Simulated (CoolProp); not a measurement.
Methane along the isotherm -80.65 °C: Z from the reference equation and from simpler models built on Tc = -82.6 °C, pc = 4.599 MPa, ω = 0.011; each cubic takes its own stable root.

Model: reference Helmholtz-energy equation of state, Setzmann 1991, in CoolProp.

```csv
p (MPa),phase,reference
0.0727,gas,0.9949
0.138,gas,0.9902
0.261,gas,0.9814
0.495,gas,0.9643
0.939,gas,0.9306
1.78,gas,0.8612
3.38,gas,0.6964
6.4,supercritical,0.2515
12.1,supercritical,0.4046
23,supercritical,0.6910
```

Q: How far does each simpler model (van der Waals, Redlich-Kwong, Soave-Redlich-Kwong, Peng-Robinson) lie from the reference over these 10 states: mean and median of the absolute difference, and the worst?

A: 
- van der Waals: mean 10.3 %, median 1.2 %, worst +34.1 % at -80.65 °C and 6.4 MPa
- Redlich-Kwong: mean 2.3 %, median 0.1 %, worst +13.6 % at -80.65 °C and 6.4 MPa
- Soave-Redlich-Kwong: mean 2.3 %, median 0.1 %, worst +13.6 % at -80.65 °C and 6.4 MPa
- Peng-Robinson: mean 2.2 %, median 1.4 %, worst -8.1 % at -80.65 °C and 23 MPa
